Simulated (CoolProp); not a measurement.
Vapour-liquid equilibrium of diethyl ether (1) + methanol (2) at 301.9 K; x and y are mole fractions of (1).

Values from CoolProp's multi-fluid Helmholtz-energy mixture model, Thol 2014 and de Reuck 1993; pair parameters Bell 2016.

```csv
x,"bubble pressure, mixture model (MPa)","bubble pressure, Raoult's law (MPa)","y, mixture model","y, Raoult's law"
0.05,0.03251,0.02367,0.390,0.174
0.2,0.05522,0.03294,0.674,0.500
0.35,0.06604,0.04220,0.748,0.683
0.5,0.07181,0.05147,0.786,0.800
0.65,0.07596,0.06074,0.820,0.881
0.8,0.07965,0.07000,0.869,0.941
0.95,0.08220,0.07927,0.955,0.987
```

The largest gap from Raoult's law is +67.6 % in bubble pressure, at x = 0.2. No azeotrope shows between x = 0.05 and 0.95.

The pair parameters rest on a limited set of measurements; away from them the model extrapolates. With so large a gap from Raoult's law the liquid may split in two, which this calculation doesn't test in full.
